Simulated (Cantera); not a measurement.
A freely propagating, adiabatic, planar premixed flame of CH₄ : O₂ : N₂ = 1 : 2 : 5.6 (molar parts), unburnt at 500 K and 5.00 bar; mixture-averaged transport, grid criteria slope 0.08 and curve 0.16, no radiation.

Detailed kinetics in Cantera: GRI-Mech 3.0 (53 species, 325 reactions). Burning velocities carry a grid error of a few per cent, more on coarse grids.

**Question.** How do the results move with these cheaper or finer settings: unity-Lewis-number transport; multicomponent transport; multicomponent+Soret transport; grid criteria slope 0.5, curve 1; grid criteria slope 0.25, curve 0.5; grid criteria slope 0.03, curve 0.06?

**Answer.** 
| setting | laminar burning velocity | thermal thickness | peak x(C₂H₆) | peak x(HCN) | grid points |
|---|---|---|---|---|---|
| as above | 88.2 cm/s | 0.0742 mm | 0.00109 | 6.89e-6 | 161 |
| unity-Lewis-number transport | 69.9 cm/s | 0.0813 mm | 0.000923 | 8.39e-6 | 144 |
| multicomponent transport | 88.7 cm/s | 0.0755 mm | 0.00112 | 6.96e-6 | 164 |
| multicomponent+Soret transport | 87.2 cm/s | 0.0757 mm | 0.00109 | 6.64e-6 | 166 |
| grid criteria slope 0.5, curve 1 | 96.3 cm/s | 0.0809 mm | 0.00109 | 6.82e-6 | 42 |
| grid criteria slope 0.25, curve 0.5 | 90.9 cm/s | 0.0766 mm | 0.00109 | 6.85e-6 | 66 |
| grid criteria slope 0.03, curve 0.06 | 87.2 cm/s | 0.0737 mm | 0.00110 | 6.93e-6 | 382 |
The base run took very roughly 24 core-seconds.
Unity Lewis numbers drop preferential diffusion, which matters most where H2 and H carry the flame; Soret adds thermal diffusion.
